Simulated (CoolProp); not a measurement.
Vapour pressure (bar) of n-butane: the reference equation beside estimates from Tc = 425.1 K, pc = 37.96 bar, ω = 0.201.

Computed with CoolProp (reference Helmholtz-energy equation of state, Bücker 2006).

```json
[
 {"T (K)": "249.8", "reference": "0.3879", "Redlich-Kwong": "…", "Soave-Redlich-Kwong": "0.3799"},
 {"T (K)": "259", "reference": "0.5844", "Redlich-Kwong": "0.9109", "Soave-Redlich-Kwong": "0.5749"},
 {"T (K)": "268.2", "reference": "0.8526", "Redlich-Kwong": "1.292", "Soave-Redlich-Kwong": "0.8423"},
 {"T (K)": "277.5", "reference": "1.213", "Redlich-Kwong": "1.787", "Soave-Redlich-Kwong": "1.204"},
 {"T (K)": "286.7", "reference": "1.677", "Redlich-Kwong": "2.404", "Soave-Redlich-Kwong": "1.670"},
 {"T (K)": "296", "reference": "…", "Redlich-Kwong": "3.172", "Soave-Redlich-Kwong": "2.272"},
 {"T (K)": "305.2", "reference": "3.012", "Redlich-Kwong": "4.093", "Soave-Redlich-Kwong": "3.019"},
 {"T (K)": "314.4", "reference": "3.919", "Redlich-Kwong": "5.191", "Soave-Redlich-Kwong": "3.939"},
 {"T (K)": "323.7", "reference": "…", "Redlich-Kwong": "6.498", "Soave-Redlich-Kwong": "5.069"},
 {"T (K)": "332.9", "reference": "6.343", "Redlich-Kwong": "8.002", "Soave-Redlich-Kwong": "6.409"},
 {"T (K)": "342.2", "reference": "7.915", "Redlich-Kwong": "9.752", "Soave-Redlich-Kwong": "8.014"},
 {"T (K)": "351.4", "reference": "9.737", "Redlich-Kwong": "…", "Soave-Redlich-Kwong": "…"},
 {"T (K)": "360.6", "reference": "11.85", "Redlich-Kwong": "13.96", "Soave-Redlich-Kwong": "12.04"},
 {"T (K)": "369.9", "reference": "14.31", "Redlich-Kwong": "…", "Soave-Redlich-Kwong": "14.56"},
 {"T (K)": "379.1", "reference": "17.11", "Redlich-Kwong": "19.28", "Soave-Redlich-Kwong": "17.40"}
]
```

**Question.** Some entries are withheld; supply them.

**Answer.** 
- 249.8, Redlich-Kwong: 0.6220
- 296, reference: 2.274
- 323.7, reference: 5.029
- 351.4, Redlich-Kwong: 11.73
- 351.4, Soave-Redlich-Kwong: 9.877
- 369.9, Redlich-Kwong: 16.49

Absolute difference from the reference over all 15 rows, mean and median: Redlich-Kwong 34.1 and 32.5 %, Soave-Redlich-Kwong 1.1 and 1.2 %.
